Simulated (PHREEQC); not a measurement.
Consider water at 25 °C with 0.0013 mol Na2SiO3 per kg of water. Closed to the air; pH follows from the charge balance.

The numbers come from PHREEQC with the ion-association model, phreeqc.dat.

Each row changes one thing in this solution. This is a speciation only: nothing precipitates in the calculation.

```tsv
case	pH	ionic strength (mol/kgw)	H3SiO4- (mol/kgw)	H4SiO4 (mol/kgw)	SI of Quartz (SiO2)
as made	11.10	0.00261	0.00122	6.23e-5	-0.22
8.7e-05 mol/kgw KF added	11.10	0.00270	0.00122	6.23e-5	-0.22
Na2SiO3 from 0.0013 to 0.00013 mol/kgw	10.21	0.000260	9.22e-5	3.77e-5	-0.44
diluted 2-fold with water	10.82	0.00130	0.000589	5.74e-5	-0.26
1.6e-05 mol/kgw H2SO4 added	11.09	0.00263	0.00122	6.37e-5	-0.22
Na2SiO3 replaced by H2SiF6 at the same molality	2.65	0.00323	3.05e-11	0.000434	+0.62
temperature from 25 to 50 °C	10.39	0.00261	0.00115	0.000141	-0.21
```

Complexes and solids missing from the database can't appear. Some of these states are supersaturated (in Quartz (slow to form), Chalcedony (slow to form), for instance). Away from 25 °C the constants follow the database's enthalpies or fits; those with neither stay at their 25 °C values. SiF6-2 is the database's only silicon fluoride.
